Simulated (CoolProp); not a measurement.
A single-stage vapour-compression cycle with R115: evaporating at 244.15 K (dew point), condensing at 283.15 K (bubble point), superheat 10 K, subcooling 5 K, compressor efficiency 0.65, no pressure losses. Each further row changes one setting.

The numbers come from the reference Helmholtz-energy equation of state, Lemmon 2016 in CoolProp.

```tsv
case	cooling COP	pressure ratio	discharge temperature (K)	refrigerating effect (kJ/kg)	volumetric capacity (kJ/m³)
as stated	?	3.81	300.1	94.3	1140
evaporating temperature 249.15 K	4.15	3.13	298.7	97.2	?
condensing temperature 278.15 K	?	3.29	294.8	99.5	1200
subcooling 10 K	3.64	3.81	300.1	99.5	1200
superheat 20 K	?	3.81	310.6	101	1160
compressor efficiency 0.55	?	3.81	306.4	94.3	1140
```

Task: Complete the blanks.

Result: 
- as stated, cooling COP: 3.45
- evaporating temperature 249.15 K, volumetric capacity (kJ/m³): 1410
- condensing temperature 278.15 K, cooling COP: 4.10
- superheat 20 K, cooling COP: 3.53
- compressor efficiency 0.55, cooling COP: 2.92
